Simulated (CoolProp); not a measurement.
Vapour pressure (kPa) of o-xylene: the reference equation beside estimates from Tc = 630.3 K, pc = 3737 kPa, ω = 0.312.

The numbers come from the reference Helmholtz-energy equation of state, Zhou 2012 in CoolProp.

```json
[
 {"T (K)": "367.5", "reference": "21.72", "Lee-Kesler": "20.84", "van der Waals": "274.7", "Soave-Redlich-Kwong": "21.10", "Peng-Robinson": "21.79"},
 {"T (K)": "378.6", "reference": "31.88", "Lee-Kesler": "30.83", "van der Waals": "326.9", "Soave-Redlich-Kwong": "31.11", "Peng-Robinson": "31.89"},
 {"T (K)": "389.8", "reference": "45.73", "Lee-Kesler": "44.56", "van der Waals": "385.9", "Soave-Redlich-Kwong": "44.83", "Peng-Robinson": "45.66"},
 {"T (K)": "400.9", "reference": "63.87", "Lee-Kesler": "62.66", "van der Waals": "451.2", "Soave-Redlich-Kwong": "62.90", "Peng-Robinson": "63.69"},
 {"T (K)": "412", "reference": "87.35", "Lee-Kesler": "86.21", "van der Waals": "523.5", "Soave-Redlich-Kwong": "86.37", "Peng-Robinson": "87.03"},
 {"T (K)": "423.2", "reference": "117.5", "Lee-Kesler": "116.6", "van der Waals": "603.8", "Soave-Redlich-Kwong": "116.6", "Peng-Robinson": "117.0"},
 {"T (K)": "434.3", "reference": "154.9", "Lee-Kesler": "154.4", "van der Waals": "691.1", "Soave-Redlich-Kwong": "154.3", "Peng-Robinson": "154.3"},
 {"T (K)": "445.4", "reference": "200.9", "Lee-Kesler": "201.1", "van der Waals": "786.3", "Soave-Redlich-Kwong": "200.9", "Peng-Robinson": "200.2"},
 {"T (K)": "456.6", "reference": "257.5", "Lee-Kesler": "258.5", "van der Waals": "890.7", "Soave-Redlich-Kwong": "258.4", "Peng-Robinson": "256.7"},
 {"T (K)": "467.7", "reference": "324.8", "Lee-Kesler": "327.0", "van der Waals": "1003", "Soave-Redlich-Kwong": "327.0", "Peng-Robinson": "324.2"},
 {"T (K)": "478.8", "reference": "404.9", "Lee-Kesler": "408.4", "van der Waals": "1123", "Soave-Redlich-Kwong": "408.8", "Peng-Robinson": "404.6"},
 {"T (K)": "490", "reference": "500.1", "Lee-Kesler": "505.1", "van der Waals": "1254", "Soave-Redlich-Kwong": "506.3", "Peng-Robinson": "500.4"},
 {"T (K)": "501.1", "reference": "610.2", "Lee-Kesler": "616.8", "van der Waals": "1392", "Soave-Redlich-Kwong": "619.3", "Peng-Robinson": "611.5"},
 {"T (K)": "512.2", "reference": "737.8", "Lee-Kesler": "745.9", "van der Waals": "1540", "Soave-Redlich-Kwong": "750.4", "Peng-Robinson": "740.4"}
]
```

Absolute difference from the reference over all 14 rows, mean and median: Lee-Kesler 1.4 and 1.0 %, van der Waals 429.3 and 318.8 %, Soave-Redlich-Kwong 1.2 and 1.2 %, Peng-Robinson 0.3 and 0.3 %.
